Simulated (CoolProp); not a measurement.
Vapour-liquid equilibrium of n-hexane (1) + dimethyl carbonate (2) at 13.7 bar; x and y are mole fractions of (1).

Computed with CoolProp (multi-fluid Helmholtz-energy mixture model, Thol 2019 and Zhou 2011; pair parameters Bell 2016).

```
x     bubble temperature (°C)  y at the bubble point  dew temperature at overall composition x (°C)  liquid density (mol/L)
----  -----------------------  ---------------------  ---------------------------------------------  ----------------------
0.05                    195.5                  0.116                                              ?                   8.597
0.2                         ?                  0.335                                          191.6                   7.979
0.35                    180.3                  0.461                                          184.7                   7.368
0.5                     177.7                  0.558                                              ?                   6.818
0.65                    176.8                  0.654                                          176.8                   6.343
0.8                     177.6                  0.770                                          178.0                   5.935
0.95                    181.0                  0.931                                          181.6                   5.566
```

Task: Fill in the missing entries.

Result: 
- 0.05, dew temperature at overall composition x (°C): 198.7
- 0.2, bubble temperature (°C): 185.3
- 0.5, dew temperature at overall composition x (°C): 179.1

y crosses x between x = 0.65 and 0.8: the model has an azeotrope there.

Pair parameters are fitted to limited data, so mixtures are less certain than the pure fluids.
